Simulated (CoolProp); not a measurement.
Vapour-liquid equilibrium of carbonyl sulfide (1) + propane (2) at 1.88 bar; x and y are mole fractions of (1).

Values from CoolProp's multi-fluid Helmholtz-energy mixture model, Lemmon 2006 and Lemmon 2009; pair parameters Bell 2016.

```
x      bubble temperature (K)  y at the bubble point  dew temperature at overall composition x (K)  liquid density (mol/L)
-----  ----------------------  ---------------------  --------------------------------------------  ----------------------
0.05                    245.3                  0.075                                         245.6                   13.00
0.125                   244.3                  0.176                                         244.8                   13.36
0.2                     243.5                  0.265                                         244.1                   13.73
0.275                   242.7                  0.348                                         243.4                   14.12
0.35                    242.1                  0.426                                         242.7                   14.53
0.425                   241.4                  0.500                                         242.1                   14.95
0.5                     240.9                  0.572                                         241.5                   15.40
0.575                   240.3                  0.642                                         240.8                   15.87
0.65                    239.8                  0.711                                         240.3                   16.36
0.725                   239.3                  0.777                                         239.7                   16.88
0.8                     238.7                  0.842                                         239.1                   17.42
0.875                   238.2                  0.904                                         238.4                   18.00
0.95                    237.6                  0.963                                         237.8                   18.60
```

No azeotrope shows between x = 0.05 and 0.95.

Pair parameters are fitted to limited data, so mixtures are less certain than the pure fluids.
